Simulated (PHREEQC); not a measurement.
# Reverse-osmosis reject (model solution)

Model water analysis in mmol/kgw, 5 °C, pH 6.73: Na 96.8; K 10.4; Ca 6.93; Mg 32.1; Cl 95.1; S(6) 44.5; Alkalinity (meq/kgw) 2.81.

Cl is adjusted to close the charge balance.
Valence states are taken as typed.

All values are PHREEQC results (Pitzer model, pitzer.dat), not measurements.

Each row changes one thing in this solution. Precipitation was switched off in this run.

```tsv
case	ionic strength (mol/kgw)	CO2 (mol/kgw)	CO3-2 (mol/kgw)	MgCO3 (mol/kgw)	HSO4- (mol/kgw)	MgOH+ (mol/kgw)	SI of Gypsum (CaSO4:2H2O)
as made	0.269	0.00116	1.60e-6	1.58e-6	1.17e-7	1.38e-8	-0.28
pH from 6.73 to 7.73 at the same alkalinity	0.269	0.000114	1.57e-5	1.55e-5	1.17e-8	1.38e-7	-0.28
pH from 6.73 to 5.73 at the same alkalinity	0.269	0.0116	1.61e-7	1.59e-7	1.17e-6	1.38e-9	-0.28
```

Some of these states are supersaturated (in Magnesite (slow to form), for instance). Away from 25 °C the constants follow the database's enthalpies or fits; those with neither stay at their 25 °C values.
